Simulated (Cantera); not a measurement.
Mixture: H2 : O2 : N2 = 1 : 0.909 : 3.42 (molar parts), equivalence ratio 0.55, at 2400000 Pa, adiabatic and at constant volume. Ignition delay is the time to a rise of 400 K.

Detailed kinetics in Cantera: GRI-Mech 3.0 (53 species, 325 reactions). The hydrogen kinetics of GRI-Mech 3.0 are dated; newer H2 mechanisms differ, most at raised pressure. The pressure lies above the range GRI-Mech 3.0 was tuned for (to about 10 atm).

Q: Predict: delay at 1025 K; delay at 1125 K; delay at 1225 K; delay at 1325 K; delay at 1425 K; delay at 1525 K; delay at 1625 K; apparent activation energy between 1425 and 1625 K.

A: 
```json
{
 "delay at 1025 K": "4.09 ms",
 "delay at 1125 K": "0.562 ms",
 "delay at 1225 K": "89.2 µs",
 "delay at 1325 K": "11.4 µs",
 "delay at 1425 K": "1.55 µs",
 "delay at 1525 K": "0.722 µs",
 "delay at 1625 K": "0.462 µs",
 "apparent activation energy between 1425 and 1625 K": "120 kJ/mol"
}
```
